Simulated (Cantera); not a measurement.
A perfectly stirred reactor is fed with C₂H₆ : N₂ = 1 : 3.3 (molar parts), at 2.48 Torr; it is held at 1023 K, and followed from long to short residence time.

Model: GRI-Mech 3.0 (53 species, 325 reactions), integrated in Cantera. GRI-Mech 3.0 stops at C3 and has no aromatics, soot or wall deposition, so with more carbon than oxygen in the feed, carbon stays in small species such as C2H2 where larger ones or solid carbon would form. Radical loss at walls, strong at low pressure, is not modelled.

Predict: x(C₂H₆) at τ = 2.20 s; x(CH₄) at τ = 2.20 s; x(CH₃) at τ = 2.20 s; x(C₂H₆) at τ = 39.0 ms; x(CH₄) at τ = 39.0 ms; x(CH₃) at τ = 39.0 ms.

x(C₂H₆) at τ = 2.20 s: 0.213
x(CH₄) at τ = 2.20 s: 0.00137
x(CH₃) at τ = 2.20 s: 1.04e-5
x(C₂H₆) at τ = 39.0 ms: 0.233
x(CH₄) at τ = 39.0 ms: 3.14e-6
x(CH₃) at τ = 39.0 ms: 1.44e-6
